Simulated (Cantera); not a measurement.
A perfectly stirred reactor is fed with 34.5 % NO, 65.5 % N2, at 100.0 Torr; it is held at 2025 K, and followed from long to short residence time.

Computed with Cantera and GRI-Mech 3.0 (53 species, 325 reactions).

Question: Predict: x(NO) at τ = 0.660 s; x(N2O) at τ = 0.660 s; x(O2) at τ = 0.660 s; x(O) at τ = 0.660 s; x(N2) at τ = 0.660 s; x(NO) at τ = 23.0 ms; x(N2O) at τ = 23.0 ms; x(O2) at τ = 23.0 ms; x(O) at τ = 23.0 ms; x(N2) at τ = 23.0 ms.

Answer: 
```json
{
  "x(NO) at τ = 0.660 s": "0.290",
  "x(N2O) at τ = 0.660 s": "3.47e-5",
  "x(O2) at τ = 0.660 s": "0.0271",
  "x(O) at τ = 0.660 s": "0.000413",
  "x(N2) at τ = 0.660 s": "0.682",
  "x(NO) at τ = 23.0 ms": "0.343",
  "x(N2O) at τ = 23.0 ms": "4.78e-5",
  "x(O2) at τ = 23.0 ms": "0.000679",
  "x(O) at τ = 23.0 ms": "0.000178",
  "x(N2) at τ = 23.0 ms": "0.656"
}
```
